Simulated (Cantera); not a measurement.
What does this Cantera script print?

```python
import numpy as np
import cantera as ct

gas_names = """
    C CO CO2 C2 C2O C3 C3O2 C4 C5 O O2 O3 Ti TiO TiO2
""".split()
cond_names = """
    C(gr) Ti(a) Ti(b) Ti(L) TiC(s) TiC(L) TiO(a) TiO(b) TiO(L) TiO2(ru) TiO2(L) Ti2O3(a) Ti2O3(b)
    Ti2O3(L) Ti3O5(a) Ti3O5(b) Ti3O5(L) Ti4O7(s) Ti4O7(L)
""".split()


# ... load() reads the species with a 1 bar reference pressure and builds the phases ...
atoms = {
    'TiO2': {'Ti': 1, 'O': 2},
    'C': {'C': 1},
    'CO': {'C': 1, 'O': 1},
}
top_T = {'C(gr)': 4500}  # K; cautious upper limits of use, not melting points


# ... equilibrate(T, P, feed) seeds the gas with the atoms and calls Mixture.equilibrate('TP', solver="vcs", rtol=1e-11, max_steps=5000) ...
results = []
feed = {'TiO2': 1, 'C': 1.6, 'CO': 2.3}  # mol
T = 1723.15  # K
for P in [10, 68, 460, 3200, 22000, 150000, 1000000]:
    mix = equilibrate(T, P, feed)
    results.append((T, P, feed, dict(zip(mix.species_names, mix.species_moles))))

top = {s: max(r[3][s] / sum(r[3][g] for g in gas_names) for r in results) for s in gas_names}
cols = sorted((s for s in top if top[s] > 1e-05), key=lambda s: -top[s])[:8]
seen = [c for c in cond_names if any(r[3].get(c, 0) > 1e-12 for r in results)]
print("log10 of partial pressures in bar; condensed amounts in mol")
print(f"{'P/Pa':>10s}" + "".join(f"{s[:9]:>10s}" for s in cols + seen))
for T, P, feed, n in results:
    ng = sum(n[g] for g in gas_names)
    print(f"{P:10.4g}" + "".join(f"{np.log10(max(n[s] / ng * P / 1e5, 1e-99)):10.3f}" for s in cols)
          + "".join(f"{n.get(c, 0):10.4g}" for c in seen))
```

It prints:

```
log10 of partial pressures in bar; condensed amounts in mol
      P/Pa        CO       CO2       TiO     C(gr)    TiC(s)    TiO(b)  Ti2O3(b)  Ti3O5(b)
        10    -4.000    -9.263    -8.490         0       0.3    0.6999         0         0
        68    -3.167    -8.014    -8.490         0       0.3       0.7         0         0
       460    -2.337    -6.849    -8.649         0      0.44         0      0.28         0
      3200    -1.495    -5.669    -8.818         0    0.4401         0      0.28         0
   2.2e+04    -0.658    -4.497    -8.985         0    0.4402         0    0.2799         0
   1.5e+05     0.176    -3.330    -9.152         0    0.4404         0    0.2798         0
     1e+06     0.999    -1.918    -9.541      1.27         0         0         0    0.3333
```

These are equilibrium values from Cantera (NASA tables, ideal gas, pure condensed phases), not measurements of a reactor. Mutual solubility and eutectic melting of coexisting phases are not modelled. TiC, TiO: taken at fixed stoichiometry. Condensed phases not in the tables: solid solutions among these carbides, nitrides and lower oxides.
